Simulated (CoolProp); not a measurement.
R227EA at several states: fugacity coefficient from the reference equation and from simpler models built on Tc = 374.9 K, pc = 2925 kPa, ω = 0.358; each cubic takes its own stable root.

Model: reference Helmholtz-energy equation of state, Lemmon 2016, in CoolProp.

| T (K) | p (kPa) | phase | reference | van der Waals | Redlich-Kwong | Soave-Redlich-Kwong | Peng-Robinson |
|---|---|---|---|---|---|---|---|
| 236.7 | 96.7 | liquid | 0.3933 | [?] | 0.9600 | 0.3932 | 0.3994 |
| 327.8 | 1320 | liquid | 0.6389 | 0.8150 | 0.7747 | 0.6519 | 0.6350 |
| 222.8 | 3840 | liquid | [?] | 0.08004 | 0.01740 | 0.005698 | 0.005728 |
| 462.5 | 1210 | gas | 0.9360 | 0.9281 | 0.9264 | 0.9394 | 0.9281 |
| 383.8 | 14.7 | gas | 0.9984 | 0.9986 | 0.9984 | 0.9984 | 0.9982 |
| 165.3 | 24.6 | liquid | [?] | 0.9841 | 0.03915 | 0.004756 | 0.005566 |

Question: Fill in the missing entries.

Answer: 
- 236.7, van der Waals: 0.9716
- 222.8, reference: 0.005615
- 165.3, reference: 0.004637

At some of these states van der Waals, Redlich-Kwong gives the other phase, because its saturation line lies elsewhere.
